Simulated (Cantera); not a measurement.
An adiabatic, constant-pressure homogeneous reactor starts with H2 : O2 : N2 = 1 : 1.06 : 4 (molar parts), equivalence ratio 0.47, at 1523 K and 3.90 bar. Integrator tolerance rtol = 1e-08.

Model: the H2/O2 subset of GRI-Mech 3.0, which has no nitrogen chemistry, integrated in Cantera. The hydrogen kinetics of GRI-Mech 3.0 are dated; newer H2 mechanisms differ, most at raised pressure.

Problem. What does this change do: constant volume in place of constant pressure?

Solution. 
```tsv
quantity	before	after
time of steepest temperature rise	3.52 µs	3.48 µs
temperature at 0.900 s	2574 K	2752 K
equilibrium temperature	2574 K	2752 K
x(H2) at 0.900 s	0.00234 (gas-phase equilibrium 0.00234)	0.00378 (gas-phase equilibrium 0.00378)
x(O2) at 0.900 s	0.0963 (gas-phase equilibrium 0.0963)	0.0944 (gas-phase equilibrium 0.0944)
x(H) at 0.900 s	0.000851 (gas-phase equilibrium 0.000851)	0.00167 (gas-phase equilibrium 0.00167)
x(OH) at 0.900 s	0.0138 (gas-phase equilibrium 0.0138)	0.0194 (gas-phase equilibrium 0.0194)
x(HO2) at 0.900 s	1.75e-5 (gas-phase equilibrium 1.75e-5)	2.91e-5 (gas-phase equilibrium 2.91e-5)
x(O) at 0.900 s	0.00326 (gas-phase equilibrium 0.00326)	0.00541 (gas-phase equilibrium 0.00541)
```

Problem. What does this change do: initial temperature 1523 to 1475 K?

Solution. 
| quantity | before | after |
|---|---|---|
| time of steepest temperature rise | 3.52 µs | 4.12 µs |
| temperature at 0.900 s | 2574 K | 2541 K |
| equilibrium temperature | 2574 K | 2541 K |
| x(H2) at 0.900 s | 0.00234 (gas-phase equilibrium 0.00234) | 0.00201 (gas-phase equilibrium 0.00201) |
| x(O2) at 0.900 s | 0.0963 (gas-phase equilibrium 0.0963) | 0.0967 (gas-phase equilibrium 0.0967) |
| x(H) at 0.900 s | 0.000851 (gas-phase equilibrium 0.000851) | 0.000686 (gas-phase equilibrium 0.000686) |
| x(OH) at 0.900 s | 0.0138 (gas-phase equilibrium 0.0138) | 0.0126 (gas-phase equilibrium 0.0126) |
| x(HO2) at 0.900 s | 1.75e-5 (gas-phase equilibrium 1.75e-5) | 1.62e-5 (gas-phase equilibrium 1.62e-5) |
| x(O) at 0.900 s | 0.00326 (gas-phase equilibrium 0.00326) | 0.00279 (gas-phase equilibrium 0.00279) |
